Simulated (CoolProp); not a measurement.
Vapour pressure (MPa) of n-perfluoropentane: the reference equation beside estimates from Tc = 421.0 K, pc = 2.063 MPa, ω = 0.436. Clausius-Clapeyron is anchored at 299.8 K with a constant enthalpy of vaporisation of 26.34 kJ/mol.

Computed with CoolProp (reference Helmholtz-energy equation of state, Gao 2022).

```json
[
 {"T (K)": "290.1", "reference": "0.06293", "Lee-Kesler": "0.06288", "Clausius-Clapeyron": "0.06451", "van der Waals": "0.3815", "Redlich-Kwong": "0.1577", "Soave-Redlich-Kwong": "0.06284", "Peng-Robinson": "0.06324"},
 {"T (K)": "299.8", "reference": "0.09184", "Lee-Kesler": "0.09197", "Clausius-Clapeyron": "0.09184", "van der Waals": "___", "Redlich-Kwong": "0.2081", "Soave-Redlich-Kwong": "0.09191", "Peng-Robinson": "0.09200"},
 {"T (K)": "309.4", "reference": "0.1298", "Lee-Kesler": "0.1302", "Clausius-Clapeyron": "0.1275", "van der Waals": "0.5277", "Redlich-Kwong": "0.2685", "Soave-Redlich-Kwong": "0.1302", "Peng-Robinson": "0.1298"},
 {"T (K)": "319.1", "reference": "0.1795", "Lee-Kesler": "0.1803", "Clausius-Clapeyron": "0.1740", "van der Waals": "0.6131", "Redlich-Kwong": "___", "Soave-Redlich-Kwong": "0.1806", "Peng-Robinson": "0.1794"},
 {"T (K)": "328.7", "reference": "0.2421", "Lee-Kesler": "0.2432", "Clausius-Clapeyron": "0.2325", "van der Waals": "0.7059", "Redlich-Kwong": "0.4256", "Soave-Redlich-Kwong": "0.2442", "Peng-Robinson": "0.2419"},
 {"T (K)": "338.4", "reference": "0.3209", "Lee-Kesler": "0.3225", "Clausius-Clapeyron": "0.3065", "van der Waals": "0.8083", "Redlich-Kwong": "0.5247", "Soave-Redlich-Kwong": "0.3246", "Peng-Robinson": "0.3209"},
 {"T (K)": "348", "reference": "0.4167", "Lee-Kesler": "0.4188", "Clausius-Clapeyron": "___", "van der Waals": "0.9184", "Redlich-Kwong": "0.6374", "Soave-Redlich-Kwong": "0.4227", "Peng-Robinson": "0.4174"},
 {"T (K)": "357.7", "reference": "0.5341", "Lee-Kesler": "0.5368", "Clausius-Clapeyron": "0.5079", "van der Waals": "1.039", "Redlich-Kwong": "0.7669", "Soave-Redlich-Kwong": "0.5431", "Peng-Robinson": "0.5362"}
]
```

Some entries are withheld; supply them.


- 299.8, van der Waals: 0.4511
- 319.1, Redlich-Kwong: 0.3411
- 348, Clausius-Clapeyron: 0.3968

Absolute difference from the reference over all 8 rows, mean and median: Lee-Kesler 0.4 and 0.5 %, Clausius-Clapeyron 3.2 and 3.5 %, van der Waals 250.5 and 216.6 %, Redlich-Kwong 88.7 and 82.9 %, Soave-Redlich-Kwong 0.8 and 0.7 %, Peng-Robinson 0.2 and 0.1 %.
